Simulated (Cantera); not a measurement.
A Cantera script and what it prints.

```python
import numpy as np
import cantera as ct

gas_names = """
    H HO2 H2 H2O H2O2 O OH O2 O3 Si SiH SiH2 SiH3 SiH4 SiO SiO2 Si2 Si3
""".split()
cond_names = """
    H2O(s) H2O(L) Si(cr) Si(L) SiO2(Lqz) SiO2(hqz) SiO2(L)
""".split()


# ... load() reads the species with a 1 bar reference pressure and builds the phases ...
atoms = {
    'Si': {'Si': 1},
    'H2O': {'H': 2, 'O': 1},
    'H2': {'H': 2},
    'O2': {'O': 2},
}
top_T = {}  # K; cautious upper limits of use, not melting points


# ... equilibrate(T, P, feed) seeds the gas with the atoms and calls Mixture.equilibrate('TP', solver="vcs", rtol=1e-11, max_steps=5000) ...
results = []
T = 1823  # K
P = 133.322  # Pa
for m in [0.045, 0.075, 0.13, 0.21, 0.35, 0.58, 0.98]:
    feed = {'Si': 1, 'H2O': m, 'H2': 260, 'O2': 0.0015}  # mol
    mix = equilibrate(T, P, feed)
    results.append((T, P, feed, dict(zip(mix.species_names, mix.species_moles))))

top = {s: max(r[3][s] / sum(r[3][g] for g in gas_names) for r in results) for s in gas_names}
cols = sorted((s for s in top if top[s] > 0.001), key=lambda s: -top[s])[:8]
seen = [c for c in cond_names if any(r[3].get(c, 0) > 1e-12 for r in results)]
print("log10 of partial pressures in bar; condensed amounts in mol")
print(f"{'n(H2O)':>10s}" + "".join(f"{s[:9]:>10s}" for s in cols + seen))
for T, P, feed, n in results:
    ng = sum(n[g] for g in gas_names)
    print(f"{feed['H2O']:10.4g}" + "".join(f"{np.log10(max(n[s] / ng * P / 1e5, 1e-99)):10.3f}" for s in cols)
          + "".join(f"{n.get(c, 0):10.4g}" for c in seen))
```

It prints:

```
log10 of partial pressures in bar; condensed amounts in mol
    n(H2O)        H2         H       SiO        Si     Si(L)
     0.045    -2.882    -4.804    -6.613    -5.355   0.02352
     0.075    -2.882    -4.804    -6.402    -5.358         0
      0.13    -2.882    -4.804    -6.171    -5.384         0
      0.21    -2.882    -4.804    -5.966    -5.425         0
      0.35    -2.882    -4.804    -5.747    -5.509         0
      0.58    -2.882    -4.804    -5.530    -5.699         0
      0.98    -2.882    -4.804    -5.303    -7.084         0
```

Equilibrium computed with Cantera from the NASA thermochemical tables; the gas is ideal and each condensed phase is pure. Gases not in the tables: Si2H6 and higher silanes.
